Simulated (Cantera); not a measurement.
An isothermal, constant-pressure homogeneous reactor starts with 9.31 % H2, 11.9 % O2, 78.8 % N2, equivalence ratio 0.39, at 1373 K and 0.150 bar.

Cantera simulation using GRI-Mech 3.0 (53 species, 325 reactions); the numbers are that mechanism's predictions, not measurements. The temperature is held fixed by assumption; the heat of reaction is taken as removed at once.

One state of this run: x H2 = 0.000156; x O2 = 0.0761; x H = 5.69e-5; x N2O = 9.14e-8; x O = 0.000242; x NO = 1.48e-5; x HO2 = 1.62e-6. x: mole fraction; the columns are a selection and need not sum to one.

**Question.** Which value of t (s) does it belong to?
A. 0.0545
B. 100
C. 0.0121
D. 4.95

**Answer.** C, 0.0121
